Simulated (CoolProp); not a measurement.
Vapour-liquid equilibrium of R134a (1) + dimethyl ether (2) at 312.1 K; x and y are mole fractions of (1).

The numbers come from the multi-fluid Helmholtz-energy mixture model, Tillner-Roth 1994 and Wu 2011; pair parameters Bell 2016 in CoolProp.

```json
[
 {"x": "0.05", "bubble pressure (MPa)": "0.8596", "y at the bubble point": "0.045", "dew pressure at overall composition x (MPa)": "0.8590", "liquid density (mol/L)": "13.73"},
 {"x": "0.125", "bubble pressure (MPa)": "0.8530", "y at the bubble point": "0.118", "dew pressure at overall composition x (MPa)": "0.8526", "liquid density (mol/L)": "13.54"},
 {"x": "0.2", "bubble pressure (MPa)": "0.8497", "y at the bubble point": "0.197", "dew pressure at overall composition x (MPa)": "0.8497", "liquid density (mol/L)": "13.35"},
 {"x": "0.275", "bubble pressure (MPa)": "0.8499", "y at the bubble point": "0.279", "dew pressure at overall composition x (MPa)": "0.8498", "liquid density (mol/L)": "13.16"},
 {"x": "0.35", "bubble pressure (MPa)": "0.8535", "y at the bubble point": "0.364", "dew pressure at overall composition x (MPa)": "0.8527", "liquid density (mol/L)": "12.97"},
 {"x": "0.425", "bubble pressure (MPa)": "0.8603", "y at the bubble point": "0.448", "dew pressure at overall composition x (MPa)": "___", "liquid density (mol/L)": "12.77"},
 {"x": "0.5", "bubble pressure (MPa)": "0.8702", "y at the bubble point": "___", "dew pressure at overall composition x (MPa)": "0.8661", "liquid density (mol/L)": "12.58"},
 {"x": "0.575", "bubble pressure (MPa)": "0.8828", "y at the bubble point": "0.612", "dew pressure at overall composition x (MPa)": "0.8766", "liquid density (mol/L)": "___"},
 {"x": "0.65", "bubble pressure (MPa)": "0.8977", "y at the bubble point": "0.690", "dew pressure at overall composition x (MPa)": "0.8897", "liquid density (mol/L)": "12.19"},
 {"x": "0.725", "bubble pressure (MPa)": "0.9146", "y at the bubble point": "0.763", "dew pressure at overall composition x (MPa)": "0.9055", "liquid density (mol/L)": "___"},
 {"x": "0.8", "bubble pressure (MPa)": "___", "y at the bubble point": "0.833", "dew pressure at overall composition x (MPa)": "0.9240", "liquid density (mol/L)": "11.80"},
 {"x": "0.875", "bubble pressure (MPa)": "0.9530", "y at the bubble point": "0.899", "dew pressure at overall composition x (MPa)": "0.9455", "liquid density (mol/L)": "11.61"},
 {"x": "0.95", "bubble pressure (MPa)": "0.9739", "y at the bubble point": "0.961", "dew pressure at overall composition x (MPa)": "0.9701", "liquid density (mol/L)": "11.41"}
]
```

### Question
Complete the blanks.

### Answer

- 0.425, dew pressure at overall composition x (MPa): 0.8582
- 0.5, y at the bubble point: 0.531
- 0.575, liquid density (mol/L): 12.39
- 0.725, liquid density (mol/L): 12.00
- 0.8, bubble pressure (MPa): 0.9331

y crosses x between x = 0.2 and 0.275: the model has an azeotrope there.

The pair parameters rest on a limited set of measurements; away from them the model extrapolates.
